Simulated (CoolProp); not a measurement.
Vapour-liquid equilibrium of CH3F (R41) (1) + chloromethane (R40) (2) at 250.3 K; x and y are mole fractions of (1).

The numbers come from the multi-fluid Helmholtz-energy mixture model, Lemmon 2006 and Thol 2014; pair parameters Bell 2016 in CoolProp.

```
x     bubble pressure (kPa)  y at the bubble point  dew pressure at overall composition x (kPa)  liquid density (mol/L)
----  ---------------------  ---------------------  -------------------------------------------  ----------------------
0.05                  157.1                  0.345                                        111.6                   19.98
0.2                   307.5                  0.703                                        130.9                   20.40
0.35                  451.7                  0.825                                        158.2                   20.80
0.5                   587.8                  0.888                                        199.6                   21.17
0.65                  718.1                  0.929                                        269.8                   21.49
0.8                   848.6                  0.961                                        412.4                   21.77
0.95                  988.5                  0.990                                        799.6                   21.97
```

No azeotrope shows between x = 0.05 and 0.95.

The pair parameters rest on a limited set of measurements; away from them the model extrapolates. The gap from Raoult's law changes sign with composition, which may be real or a fault of the pair parameters; it wasn't checked against measurements.
